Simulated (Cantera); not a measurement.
A closed system holds: 1 mol Si, 0.014 mol H2O, 55 mol H2, equilibrated at 3600 Torr.

Equilibrium computed with Cantera from the NASA thermochemical tables; the gas is ideal and each condensed phase is pure. Candidate condensed phases: H2O, Si, SiO2; 18 gas species. Gases not in the tables: Si2H6 and higher silanes. The numbers say what is thermodynamically allowed, not how fast it happens. All values below are at 1823 K.

Base state: H2 1.000, SiO 0.000253, H 0.000198, SiH2 3.51e-5 (mole fractions); condensed: Si(l).

Q: What changes in the equilibrium state with this change: pressure from 3600 Torr to 0.825 Torr?

A: 
| species | before | after |
|---|---|---|
| H2 | 1.000 | 0.983 |
| H | 0.000198 | 0.0129 |
| Si | 9.21e-7 | 0.00402 |
| Si2 | 5.96e-9 | 2.60e-5 |
| SiH | 2.16e-6 | 0.000141 |
| SiH2 | 3.51e-5 | 3.45e-5 |
| Si(l), mol | 0.984 | 0.749 |
